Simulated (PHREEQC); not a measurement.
2.7 g of hydrous ferric oxide (600 m²/g; 0.2 weak and 0.005 strong sites per Fe, Dzombak-Morel constants, diffuse double layer) in 1 kg of water with 0.1 mol/kgw of an inert sodium salt and 0.00063 mol MgCl2, 0.0016 mol ZnCl2 and 4.6e-05 mol BaCl2, at 25 °C; the pH is set by adding NaOH or the inert anion's acid. O2 is buffered at 0.21 atm. The system is closed to CO2. Precipitation was switched off in this run.

The series has 13 steps of pH, from 3 to 9.

Computed with PHREEQC (ion-association model, wateq4f.dat).

Q: Near which pH is half of the Mg sorbed, and on which side is more sorbed?

A: Near pH 8.1, with more sorbed at higher pH.

Q: Near which pH is half of the Zn sorbed, and on which side is more sorbed?

A: Near pH 6.2, with more sorbed at higher pH.

The oxide is taken as insoluble; below pH 4 it would dissolve.
